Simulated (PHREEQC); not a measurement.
# Buffer: an equilibrium model

Solution (25 °C): 0.0046 mol/kgw H3BO3 and 0.075 mol/kgw Na2HPO4. Closed to the air; pH follows from the charge balance.

Equilibrium calculation in PHREEQC: ion-association model, phreeqc.dat.

This is a speciation only: nothing precipitates in the calculation.

Q: Estimate the pH.

A: pH 8.57.

Q: In which forms is P present?

A: HPO4-2 91 %, NaHPO4- 7.5 %, H2PO4- 1.5 % of the P.

Complexes and solids missing from the database can't appear.
